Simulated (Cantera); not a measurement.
## Equilibrium for silicon carbide growth: SiHCl₃ + C₂H₄ + H₂

Charge: 1 mol SiHCl₃, 0.33 mol C₂H₄, a varied amount of H₂, at 1973 K and 30.0 mbar.

Equilibrium computed with Cantera from the NASA thermochemical tables; the gas is ideal and each condensed phase is pure. Candidate condensed phases: C, C₆H₆, C₇H₈, C₈H₁₈, Si, SiC; 109 gas species. Mutual solubility and eutectic melting of coexisting phases are not modelled. The tables' values for SiCl are old estimates; treat these amounts as uncertain. Gases not in the tables: Si₂H₆ and higher silanes. Rates play no part.

```json
[
 {"n(H₂) (mol)": "69", "x H₂": "0.953", "x HCl": "0.0349", "x H": "0.00760", "x SiCl₂": "0.00316", "n Si(l)": "0.00139", "n SiC(s)": "0.658"},
 {"n(H₂) (mol)": "88", "x H₂": "0.960", "x HCl": "0.0284", "x H": "0.00763", "x SiCl₂": "0.00208", "n Si(l)": "0.0140", "n SiC(s)": "0.657"},
 {"n(H₂) (mol)": "110", "x H₂": "0.966", "x HCl": "0.0234", "x H": "0.00766", "x SiCl₂": "0.00140", "n Si(l)": "0.0152", "n SiC(s)": "0.657"},
 {"n(H₂) (mol)": "140", "x H₂": "0.971", "x HCl": "0.0189", "x H": "0.00768", "x SiCl₂": "0.000907", "n Si(l)": "0.00372", "n SiC(s)": "0.656"},
 {"n(H₂) (mol)": "180", "x H₂": "0.975", "x HCl": "0.0151", "x H": "0.00769", "x SiCl₂": "0.000538", "n Si(l)": "0", "n SiC(s)": "0.655"},
 {"n(H₂) (mol)": "230", "x H₂": "0.979", "x HCl": "0.0121", "x H": "0.00771", "x SiCl₂": "0.000306", "n Si(l)": "0", "n SiC(s)": "0.654"},
 {"n(H₂) (mol)": "290", "x H₂": "0.981", "x HCl": "0.00976", "x H": "0.00772", "x SiCl₂": "0.000173", "n Si(l)": "0", "n SiC(s)": "0.652"},
 {"n(H₂) (mol)": "360", "x H₂": "0.983", "x HCl": "0.00796", "x H": "0.00772", "x SiCl₂": "9.87e-5", "n Si(l)": "0", "n SiC(s)": "0.651"},
 {"n(H₂) (mol)": "460", "x H₂": "0.985", "x HCl": "0.00630", "x H": "0.00773", "x SiCl₂": "5.11e-5", "n Si(l)": "0", "n SiC(s)": "0.648"}
]
```
x: gas mole fraction; n: condensed amount in mol.

From 69 mol H₂ to 140 mol H₂ the condensed part is Si(l) + SiC(s). From 180 mol H₂ to 460 mol H₂ the condensed part is SiC(s). The main Si-bearing gas is SiCl₂ at 69 mol H₂ and Si at 460 mol H₂. The share of Si in condensed phases is highest at 110 mol H₂ (67.2 %) and lowest at 460 mol H₂ (64.8 %).
